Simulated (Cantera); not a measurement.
## Iron carbonyl, mercury and lead vapours: Pb + CO + N2

A closed system holds: 1 mol Pb, 0.13 mol CO, a varied amount of N2, at 1123.15 K and 10.0 Torr.

Method: chemical equilibrium by Gibbs-energy minimisation in Cantera with the NASA 1993 tables (ideal gas, pure condensed phases). Candidate condensed phases: C, Pb, PbO, PbO2, Pb3O4; 27 gas species. Rates play no part.

| n(N2) (mol) | x N2 | x CO | x Pb | x CO2 | x Pb2 | n C(graphite) | n Pb(l) |
|---|---|---|---|---|---|---|---|
| 0.3 | 0.688 | 0.298 | 0.0137 | 7.13e-5 | 2.21e-7 | 3.11e-5 | 0.994 |
| 0.76 | 0.842 | 0.144 | 0.0137 | 1.67e-5 | 2.21e-7 | 1.50e-5 | 0.988 |
| 1.9 | 0.923 | 0.0632 | 0.0137 | 3.20e-6 | 2.21e-7 | 0 | 0.972 |
| 5 | 0.961 | 0.0250 | 0.0137 | 5.02e-7 | 2.21e-7 | 0 | 0.929 |
| 13 | 0.976 | 0.00976 | 0.0137 | 7.66e-8 | 2.21e-7 | 0 | 0.817 |
| 33 | 0.982 | 0.00387 | 0.0137 | 1.20e-8 | 2.21e-7 | 0 | 0.538 |
| 83 | 0.987 | 0.00155 | 0.0119 | 1.92e-9 | 1.65e-7 | 0 | 0 |
x: gas mole fraction; n: condensed amount in mol.

From 0.3 mol N2 to 0.76 mol N2 the condensed part is C(graphite) + Pb(l). From 1.9 mol N2 to 33 mol N2 the condensed part is Pb(l). At 83 mol N2 nothing is condensed. The main Pb-bearing gas is Pb throughout. The share of Pb in condensed phases is highest at 0.3 mol N2 (99.4 %) and lowest at 83 mol N2 (0.0 %).
